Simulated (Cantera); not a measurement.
# Ignition delay

Mixture: 5.84 % CH4, 22.9 % O2, 71.3 % N2, equivalence ratio 0.51, at 10.0 bar, adiabatic and at constant pressure. Ignition delay is the time to a rise of 400 K.

Computed with Cantera and GRI-Mech 3.0 (53 species, 325 reactions).

```json
[
 {"T0 (K)": "1175", "delay (ms)": "4.21"},
 {"T0 (K)": "1250", "delay (ms)": "1.66"},
 {"T0 (K)": "1325", "delay (ms)": "0.711"},
 {"T0 (K)": "1400", "delay (ms)": "0.326"},
 {"T0 (K)": "1475", "delay (ms)": "0.159"},
 {"T0 (K)": "1550", "delay (ms)": "0.0819"},
 {"T0 (K)": "1625", "delay (ms)": "0.0447"},
 {"T0 (K)": "1700", "delay (ms)": "0.0257"},
 {"T0 (K)": "1775", "delay (ms)": "0.0156"},
 {"T0 (K)": "1850", "delay (ms)": "0.00984"}
]
```

The apparent activation energy between 1700 and 1850 K comes out as 170 kJ/mol.
